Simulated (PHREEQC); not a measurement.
1 kg of water holding 0.0051 mol/kgw Na2SO4, 0.0083 mol/kgw NaOH and 0.013 mol/kgw Na2CO3 is evaporated at 25 °C; the solids stay in contact with the brine. The system is closed to CO2. Solids allowed: Burkeite, Mirabilite, Nahcolite, Natron, Thenardite, Trona. Others were left out.

The numbers come from PHREEQC with the Pitzer model, pitzer.dat.

Q: Predict ionic strength, Na in solution (mol/kgw), S in solution (mol/kgw) at water left (kg) = 0.01628, 0.006097.

A: 
| water left (kg) | ionic strength | Na in solution (mol/kgw) | S in solution (mol/kgw) |
|---|---|---|---|
| 0.01628 | 3.85 | 2.73 | 0.313 |
| 0.006097 | 10.3 | 7.30 | 0.837 |

Complexes and solids missing from the database can't appear.
